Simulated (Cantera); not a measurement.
Charge: 1 mol Si3N4, 0.008 mol Si, 0.91 mol N2, held at 0.158 Torr.

Method: chemical equilibrium by Gibbs-energy minimisation in Cantera with the NASA 1993 tables (ideal gas, pure condensed phases). Candidate condensed phases: Si, Si3N4; 7 gas species. Rates play no part.

**Question.** Which condensed phases are stable at each of these points (T (K)): 1448, 1523, 1598, 1673, 1748, 1823, 1898?

**Answer.** 
| T (K) | condensed phases | Si condensed (%) |
|---|---|---|
| 1448 | Si3N4(s) | 100.0 |
| 1523 | Si3N4(s) | 100.0 |
| 1598 | Si(s) | 100.0 |
| 1673 | Si(s) | 99.8 |
| 1748 | Si(l) | 99.3 |
| 1823 | Si(l) | 97.8 |
| 1898 | Si(l) | 93.7 |

From 1448 K to 1523 K the condensed part is Si3N4(s). From 1598 K to 1673 K the condensed part is Si(s). From 1748 K to 1898 K the condensed part is Si(l).
